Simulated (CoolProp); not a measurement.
Saturated liquid density (kg/m³) of R13: the reference equation beside estimates from Tc = 29.9 °C, pc = 3973 kPa, ω = 0.175. Rackett uses Z = 0.29056 − 0.08775 ω.

Model: reference Helmholtz-energy equation of state, Platzer 1990, in CoolProp. This equation is an older, rougher fit; its heat capacities, sound speeds and derivatives of the liquid may be far off and weren't checked against measurements.

| T (°C) | reference | Rackett | Redlich-Kwong |
|---|---|---|---|
| -88.85 | 1548 | 1606 | 1485 |
| -79.65 | 1513 | 1570 | 1447 |
| -70.35 | 1477 | 1533 | 1406 |
| -61.15 | 1440 | 1494 | 1364 |
| -51.85 | 1400 | 1453 | 1318 |
| -42.65 | 1359 | 1411 | 1269 |
| -33.35 | 1315 | 1365 | 1215 |
| -24.15 | 1268 | 1316 | 1158 |
| -14.85 | 1216 | 1263 | 1095 |
| -5.65 | 1158 | 1204 | 1026 |
| 3.65 | 1090 | 1136 | 945.9 |
| 12.85 | 1007 | 1055 | 852.5 |
| 22.05 | 887.6 | 942.5 | 731.0 |

Absolute difference from the reference over all 13 rows, mean and median: Rackett 4.1 and 3.8 %, Redlich-Kwong 8.8 and 7.6 %.
